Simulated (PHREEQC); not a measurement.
Make-up at 25 °C: 0.0073 mol/kgw Cs2SO4. Closed to the air; pH follows from the charge balance.

Equilibrium calculation in PHREEQC: ion-association model, wateq4f.dat.

Each row changes one thing in this solution. Precipitation was switched off in this run.

```json
[
 {"case": "as made", "pH": "7.07", "ionic strength (mol/kgw)": "0.0219", "SO4-2 (mol/kgw)": "0.00730", "HSO4- (mol/kgw)": "3.98e-8"},
 {"case": "Cs2SO4 from 0.0073 to 0.0109 mol/kgw", "pH": "7.09", "ionic strength (mol/kgw)": "0.0327", "SO4-2 (mol/kgw)": "0.0109", "HSO4- (mol/kgw)": "5.29e-8"},
 {"case": "Cs2SO4 replaced by CuSO4 at the same molality", "pH": "4.95", "ionic strength (mol/kgw)": "0.0214", "SO4-2 (mol/kgw)": "0.00535", "HSO4- (mol/kgw)": "3.83e-6"},
 {"case": "Cs2SO4 replaced by KHSO4 at the same molality", "pH": "2.31", "ionic strength (mol/kgw)": "0.0181", "SO4-2 (mol/kgw)": "0.00538", "HSO4- (mol/kgw)": "0.00176"},
 {"case": "Cs2SO4 replaced by NaHSO4 at the same molality", "pH": "2.31", "ionic strength (mol/kgw)": "0.0181", "SO4-2 (mol/kgw)": "0.00542", "HSO4- (mol/kgw)": "0.00177"}
]
```

Some of these states are supersaturated (in Antlerite, Brochantite, for instance).
